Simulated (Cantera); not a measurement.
Charge: 1 mol TiO₂, 0.57 mol H₂, at 1902 °C and 0.740 bar.

Cantera equilibrium calculation (NASA polynomials, part measured and part estimated; ideal gas, pure solids and liquids). Candidate condensed phases: H₂O, Ti, TiO, TiO₂, Ti₂O₃, Ti₃O₅, Ti₄O₇; 12 gas species. Condensed phases not in the tables: Magnéli phases beyond Ti₄O₇. Rates play no part.

Base state: H₂ 0.558, H₂O 0.437, H 0.00424, OH 0.000446 (mole fractions); condensed: Ti₄O₇(l).

What changes in the equilibrium state with this change: temperature from 1902 °C to 1352 °C?


```tsv
species	before	after
H₂	0.558	0.964
H₂O	0.437	0.0362
H	0.00424	8.05e-5
OH	0.000446	1.28e-7
Ti₄O₇(l), mol	0.250	0
TiO₂(rutile), mol	0	0.917
Ti₄O₇(s), mol	0	0.0207
```
Mutual solubility and eutectic melting of coexisting phases are not modelled. Gases not in the tables: TiO(OH)₂.
